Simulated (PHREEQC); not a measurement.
PHREEQC input (Pitzer model, pitzer.dat):

```
SOLUTION 1
  temp 40
  units mol/kgw
  pH 7 charge
  C(4) 0.0077
  Na 0.0154
  Cl 0.11
  K 0.11
END
USE solution 1
INCREMENTAL_REACTIONS false
REACTION 1
  H2O -1
  0 9.886 18.011 24.689 30.178 34.689 38.397 41.444
  43.949 46.007 47.699 49.089 50.232 51.172 51.944 52.578
  53.1 53.528 53.88 54.17 54.408 54.603 54.764 54.896
  55.005 55.094 55.168 55.228 moles
EQUILIBRIUM_PHASES 1
  Halite 0 0
  Kalicinite 0 0
  Nahcolite 0 0
  Natron 0 0
  Sylvite 0 0
  Trona 0 0
SELECTED_OUTPUT 1
  -reset false
  -pH true
  -pe true
  -ionic_strength true
  -water true
  -activities H2O
  -totals C Cl K Na
  -molalities H+ Na+ K+ Cl- CO3-2 OH- HCO3- CO2
  -equilibrium_phases Halite Kalicinite Nahcolite Natron Sylvite Trona
PRINT
  -reset false
END
```

Selected output (columns that matter, 19 of 28 rows; water left (kg) added in front):

```
water left (kg)	pH	mu	C	Cl	K	Na	m_H+	m_Na+	m_K+	m_Cl-	m_CO3-2	m_OH-	la_H2O	Sylvite
1	10.525	0.13181	0.0077	0.11	0.11	0.0154	3.9208e-11	0.0154	0.11	0.11	0.0064111	0.001289	-0.0017495	0
0.675518	10.586	0.19551	0.011399	0.16284	0.16284	0.022797	3.5109e-11	0.022797	0.16284	0.16284	0.009871	0.0015277	-0.0025655	0
0.55521	10.615	0.23807	0.013869	0.19812	0.19812	0.027737	3.3267e-11	0.027737	0.19812	0.19812	0.012211	0.001658	-0.003108	0
0.456322	10.643	0.28989	0.016874	0.24106	0.24106	0.033748	3.1524e-11	0.033748	0.24106	0.24106	0.015079	0.0017956	-0.0037667	0
0.308251	10.699	0.4297	0.02498	0.35685	0.35685	0.049959	2.8228e-11	0.049959	0.35685	0.35685	0.022888	0.002092	-0.0055403	0
0.208229	10.754	0.63679	0.036979	0.52826	0.52826	0.073957	2.5028e-11	0.073957	0.52826	0.52826	0.034565	0.0024134	-0.0081696	0
0.171153	10.781	0.77509	0.044989	0.6427	0.6427	0.089978	2.3408e-11	0.089978	0.6427	0.6427	0.042408	0.0025811	-0.0099326	0
0.140671	10.809	0.94343	0.054738	0.78197	0.78197	0.10948	2.1746e-11	0.10948	0.78197	0.78197	0.051986	0.0027516	-0.01209	0
0.0950382	10.866	1.3974	0.08102	1.1574	1.1574	0.16204	1.8218e-11	0.16204	1.1574	1.1574	0.077926	0.0030943	-0.017996	0
0.0641961	10.931	2.0699	0.11994	1.7135	1.7135	0.23989	1.4327e-11	0.23989	1.7135	1.7135	0.11651	0.0034305	-0.027044	0
0.0527746	10.968	2.5185	0.1459	2.0843	2.0843	0.29181	1.2257e-11	0.29181	2.0843	2.0843	0.14231	0.0035954	-0.033314	0
0.0433707	11.011	3.0651	0.17754	2.5363	2.5363	0.35508	1.0139e-11	0.35508	2.5363	2.5363	0.17378	0.0037622	-0.041232	0
0.029319	11.122	4.5356	0.26263	3.7518	3.7518	0.52526	6.0592e-12	0.52526	3.7518	3.7518	0.25849	0.0041345	-0.064129	0
0.019807	11.277	6.3495	0.38875	5.188	5.188	0.7775	3.1459e-12	0.7775	5.188	5.188	0.38401	0.0047389	-0.095072	0.0072414
0.016294	11.331	6.5512	0.47257	5.1387	5.1387	0.94513	2.8582e-12	0.94513	5.1387	5.1387	0.46733	0.0052384	-0.097022	0.026269
0.0133936	11.387	6.7955	0.5749	5.0766	5.0766	1.1498	2.5941e-12	1.1498	5.0766	5.0766	0.56911	0.0057953	-0.099402	0.042006
0.00905198	11.507	7.4443	0.85064	4.8994	4.8994	1.7013	2.1275e-12	1.7013	4.8994	4.8994	0.84354	0.0071033	-0.10583	0.06565
0.00611557	11.639	8.3855	1.2591	4.617	4.617	2.5182	1.724e-12	2.5182	4.617	4.617	1.2503	0.008733	-0.1154	0.081765
0.00503469	11.709	8.9991	1.5294	4.4207	4.4207	3.0588	1.5416e-12	3.0588	4.4207	4.4207	1.5197	0.0096884	-0.12179	0.087743
```

Away from 25 °C the constants follow the database's enthalpies or fits; those with neither stay at their 25 °C values.
